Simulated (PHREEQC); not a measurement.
## Ultrapure water in contact with air or piping

Model water analysis in mmol/kgw, 20 °C, pH 6.04, pe -1.6:

```tsv
constituent	mmol/kgw
Na	0.000968
K	5.03e-06
Ca	0.000364
Mg	0.00015
Cl	0.000613
S(6)	3.05e-05
Alkalinity (meq/kgw)	0.00131
Sr	1.43e-05
Li	1.15e-06
F	1.05e-05
Ba	2.6e-07
Fe(2)	4.41e-07
```

Valence states are taken as typed.

The numbers come from PHREEQC with the ion-association model, wateq4f.dat.

```yaml
ionic_strength: 3.49e-6 mol/kgw
charge_balance_error: 0.6 %
```

```json
[
 {"species": "CO2", "molality": "4.86e-6", "activity": "4.86e-6", "log γ": "0.000"},
 {"species": "HCO3-", "molality": "2.22e-6", "activity": "2.21e-6", "log γ": "-0.001"},
 {"species": "Na+", "molality": "9.68e-7", "activity": "9.66e-7", "log γ": "-0.001"},
 {"species": "H+", "molality": "9.14e-7", "activity": "9.12e-7", "log γ": "-0.001"},
 {"species": "Cl-", "molality": "6.13e-7", "activity": "6.12e-7", "log γ": "-0.001"},
 {"species": "Ca+2", "molality": "3.64e-7", "activity": "3.61e-7", "log γ": "-0.004"},
 {"species": "Mg+2", "molality": "1.50e-7", "activity": "1.49e-7", "log γ": "-0.004"}
]
```

Precipitation was switched off in this run. Fluoro complexes past AlF4- and FeF3 are missing from the database.
